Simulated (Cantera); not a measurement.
An isothermal, constant-pressure homogeneous reactor starts with CH4 : H2 = 1 : 37 (molar parts), at 1550 K and 980 Pa. Integrator tolerance rtol = 1e-08.

Model: GRI-Mech 3.0 (53 species, 325 reactions), integrated in Cantera. GRI-Mech 3.0 stops at C3 and has no aromatics, soot or wall deposition, so with more carbon than oxygen in the feed, carbon stays in small species such as C2H2 where larger ones or solid carbon would form. Radical loss at walls, strong at low pressure, is not modelled.

Task: What does this change do: H2 37 to 110 parts?

Result: 
| quantity | before | after |
|---|---|---|
| x(CH4) at 100 s | 0.00345 (gas-phase equilibrium 0.000540) | 0.00269 (gas-phase equilibrium 0.000320) |
| x(H2) at 100 s | 0.985 (gas-phase equilibrium 0.987) | 0.994 (gas-phase equilibrium 0.995) |
| x(CH2) at 100 s | 6.02e-9 (gas-phase equilibrium 1.00e-9) | 4.68e-9 (gas-phase equilibrium 5.91e-10) |
| x(H) at 100 s | 0.000309 (gas-phase equilibrium 0.000318) | 0.000311 (gas-phase equilibrium 0.000320) |
| x(C2H) at 100 s | 8.86e-9 (gas-phase equilibrium 1.03e-8) | 2.48e-9 (gas-phase equilibrium 3.50e-9) |
| x(C2H4) at 100 s | 1.93e-5 (gas-phase equilibrium 2.11e-5) | 5.66e-6 (gas-phase equilibrium 7.28e-6) |
| x(C2H2) at 100 s | 0.0111 (gas-phase equilibrium 0.0125) | 0.00312 (gas-phase equilibrium 0.00430) |
